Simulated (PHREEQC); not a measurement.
A solution holds 0.0024 mol NaHS and 0.00014 mol NaHF2 per kg of water, at 25 °C. Closed to the air; pH follows from the charge balance.

Computed with PHREEQC (ion-association model, phreeqc.dat).

This is a speciation only: nothing precipitates in the calculation.

Task: What pH does the model give?

Result: pH 8.12.

Task: In which forms is S present?

Result: HS- 94 %, H2S 5.9 % of the S.

Complexes and solids missing from the database can't appear.
